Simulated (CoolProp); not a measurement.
Vapour-liquid equilibrium of R1234ze(E) (1) + R227EA (2) at 204 K; x and y are mole fractions of (1).

Computed with CoolProp (multi-fluid Helmholtz-energy mixture model, Thol 2016 and Lemmon 2016; pair parameters Bell 2023).

```
x     bubble pressure (bar)  y at the bubble point  dew pressure at overall composition x (bar)  liquid density (mol/L)
----  ---------------------  ---------------------  -------------------------------------------  ----------------------
0.05                0.05016                  0.062                                      0.05003                   10.18
0.2                 0.05206                  0.238                                      0.05164                   10.48
0.35                0.05382                  0.398                                      0.05329                   10.80
0.5                 0.05538                  0.545                                      0.05491                   11.14
0.65                0.05671                  0.684                                      0.05640                   11.51
0.8                 0.05781                  0.818                                      0.05767                   11.91
0.95                0.05864                  0.954                                      0.05863                   12.33
```

No azeotrope shows between x = 0.05 and 0.95.

The pair parameters rest on a limited set of measurements; away from them the model extrapolates.
